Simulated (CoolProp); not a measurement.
Saturation properties of R245ca.

Model: reference Helmholtz-energy equation of state, Zhou 2016, in CoolProp.

```
T (K)  p (kPa)  liquid density (kg/m³)  vapour density (kg/m³)  enthalpy of vaporisation (kJ/kg)
-----  -------  ----------------------  ----------------------  --------------------------------
220.8    1.263                    1569                 0.09233                             248.1
225.9    1.897                    1558                  0.1357                             245.0
231      2.787                    1546                  0.1950                             242.0
236.2    4.038                    1534                  0.2765                             239.0
241.3    5.696                    1523                  0.3822                             236.1
246.4    7.893                    1511                  0.5193                             233.2
251.5    10.76                    1499                  0.6944                             230.3
256.6    14.43                    1487                  0.9150                             227.5
```

It boils at 298.4 K under 1 atm.
